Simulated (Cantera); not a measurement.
Input (Python, Cantera) and output of one run.

```python
import numpy as np
import cantera as ct

gas_names = [...]  # 110 gases of nasa_gas.yaml made of C, H, O
cond_names = """
    C(gr) C6H6(L) C7H8(L) C8H18(L),n-octa H2O(s) H2O(L)
""".split()


# ... load() reads the species with a 1 bar reference pressure and builds the phases ...
atoms = {
    'C2H4': {'C': 2, 'H': 4},
    'H2O': {'H': 2, 'O': 1},
    'H2': {'H': 2},
}
top_T = {'C(gr)': 4500}  # K; cautious upper limits of use, not melting points


# ... equilibrate(T, P, feed) seeds the gas with the atoms and calls Mixture.equilibrate('TP', solver="vcs", rtol=1e-11, max_steps=5000) ...
results = []
feed = {'C2H4': 1, 'H2O': 0.11, 'H2': 0.42}  # mol
P = 340000  # Pa
for T in [825, 975, 1125, 1275, 1425, 1575, 1725, 1875]:
    mix = equilibrate(T, P, feed)
    results.append((T, P, feed, dict(zip(mix.species_names, mix.species_moles))))

top = {s: max(r[3][s] / sum(r[3][g] for g in gas_names) for r in results) for s in gas_names}
cols = sorted((s for s in top if top[s] > 1e-06), key=lambda s: -top[s])[:7]
seen = [c for c in cond_names if any(r[3].get(c, 0) > 1e-12 for r in results)]
print("log10 of partial pressures in bar; condensed amounts in mol")
print(f"{'T/K':>10s}" + "".join(f"{s[:9]:>10s}" for s in cols + seen))
for T, P, feed, n in results:
    ng = sum(n[g] for g in gas_names)
    print(f"{T:10.4g}" + "".join(f"{np.log10(max(n[s] / ng * P / 1e5, 1e-99)):10.3f}" for s in cols)
          + "".join(f"{n.get(c, 0):10.4g}" for c in seen))
```

Output:

```
log10 of partial pressures in bar; condensed amounts in mol
       T/K        H2       CH4       H2O        CO       CO2         H C2H2,acet     C(gr)
       825     0.147     0.250    -0.696    -1.944    -2.234   -11.027   -11.294      1.12
       975     0.392    -0.118    -0.996    -1.167    -2.351    -8.746    -8.852     1.483
      1125     0.476    -0.589    -1.612    -0.896    -3.025    -7.114    -7.163     1.723
      1275     0.500    -1.033    -2.286    -0.853    -3.860    -5.882    -5.916     1.824
      1425     0.508    -1.409    -2.858    -0.848    -4.570    -4.912    -4.945     1.861
      1575     0.510    -1.720    -3.326    -0.848    -5.147    -4.126    -4.165     1.875
      1725     0.511    -1.978    -3.713    -0.848    -5.619    -3.475    -3.524     1.881
      1875     0.512    -2.194    -4.036    -0.848    -6.011    -2.928    -2.987     1.883
```

Equilibrium computed with Cantera from the NASA thermochemical tables; the gas is ideal and each condensed phase is pure.
